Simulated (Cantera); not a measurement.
A perfectly stirred reactor is fed with CH4 : O2 : N2 : H2O = 1 : 4.44 : 16.7 : 1 (molar parts), equivalence ratio 0.45, at 0.920 bar; it is adiabatic with a 525 K inlet, and is followed from long to short residence time, starting on the burning branch (τ in s: 0.026, 0.014, 0.0075, 0.004, 0.0021, 0.0011, 0.00061, 0.00033, 0.00018, 9.4e-05, 5e-05).

Detailed kinetics in Cantera: GRI-Mech 3.0 (53 species, 325 reactions).

One state of this run: T (K) = 1453; x CH4 = 0.000409; x O2 = 0.108; x H2O = 0.127; x CH2O = 3.57e-5; x OH = 0.00124; x HCO = 6.66e-7. x: mole fraction; the columns are a selection and need not sum to one.

Q: Which value of τ (s) does it belong to?
(A) 0.00018
(B) 0.0021
(C) 9.4e-5
(D) 5.0e-5

A: B, 0.0021
